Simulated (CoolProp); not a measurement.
A single-stage vapour-compression cycle with the fluid: evaporating at 193.15 K (dew point), condensing at 225.15 K (bubble point), superheat 2 K, subcooling 2 K, compressor efficiency 0.8, no pressure losses. The same conditions are run with several fluids, on thermodynamics alone (safety and materials aside).

Model: reference Helmholtz-energy equation of state of each fluid (R125: Lemmon 2005; nitrous oxide: Lemmon 2006; CH3F (R41): Lemmon 2006; carbonyl sulfide: Lemmon 2006; ethylene: Smukala 2000; R22: Kamei 1995), in CoolProp.

```json
[
 {"fluid": "R125", "cooling COP": "4.29", "pressure ratio": "6.58", "discharge temperature (K)": "249.7", "refrigerating effect (kJ/kg)": "149", "volumetric capacity (kJ/m³)": "172"},
 {"fluid": "nitrous oxide", "cooling COP": "4.08", "pressure ratio": "4.27", "discharge temperature (K)": "292.7", "refrigerating effect (kJ/kg)": "313", "volumetric capacity (kJ/m³)": "1440"},
 {"fluid": "CH3F (R41)", "cooling COP": "4.12", "pressure ratio": "4.56", "discharge temperature (K)": "296.4", "refrigerating effect (kJ/kg)": "429", "volumetric capacity (kJ/m³)": "866"},
 {"fluid": "carbonyl sulfide", "cooling COP": "4.17", "pressure ratio": "5.62", "discharge temperature (K)": "305.6", "refrigerating effect (kJ/kg)": "294", "volumetric capacity (kJ/m³)": "219"},
 {"fluid": "ethylene", "cooling COP": "4.03", "pressure ratio": "3.33", "discharge temperature (K)": "270.9", "refrigerating effect (kJ/kg)": "369", "volumetric capacity (kJ/m³)": "2350"},
 {"fluid": "R22", "cooling COP": "4.24", "pressure ratio": "6.89", "discharge temperature (K)": "288.0", "refrigerating effect (kJ/kg)": "226", "volumetric capacity (kJ/m³)": "126"}
]
```
